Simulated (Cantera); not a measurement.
A closed system holds: 1 mol Si, 4.3 mol HCl, 3.6 mol H₂, equilibrated at 673 K and 24000 Pa.

Equilibrium computed with Cantera from the NASA thermochemical tables; the gas is ideal and each condensed phase is pure. Candidate condensed phases: Si; 19 gas species. Rates play no part.

Base state: H₂ 0.811, SiCl₄ 0.145, HCl 0.0438, SiHCl₃ 0.000338 (mole fractions); condensed: gas only.

Problem. What changes in the equilibrium state with this change: temperature from 673 K to 1325 K?

Solution. 
| species | before | after |
|---|---|---|
| H₂ | 0.811 | 0.724 |
| HCl | 0.0438 | 0.136 |
| SiCl₄ | 0.145 | 0.0729 |
| SiCl₂ | <1e-9 | 0.0270 |
| SiCl₃ | 2.52e-8 | 0.0191 |
| SiHCl₃ | 0.000338 | 0.0198 |
| SiH₂Cl₂ | 4.88e-8 | 0.000773 |
The tables' values for SiCl₃ are old estimates; treat these amounts as uncertain.
